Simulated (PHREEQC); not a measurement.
Alkaline etch or developer

Make-up at 70 °C: 0.0011 mol NaOH per kg of water. Closed to the air; pH follows from the charge balance.

The numbers come from PHREEQC with the ion-association model, wateq4f.dat.

No solid was allowed to form.

Problem. What pH does the model give?

Solution. pH 9.84.

Species that the database lacks are ignored. At this temperature some constants are extrapolated from 25 °C, and those without enthalpy data are left unchanged.
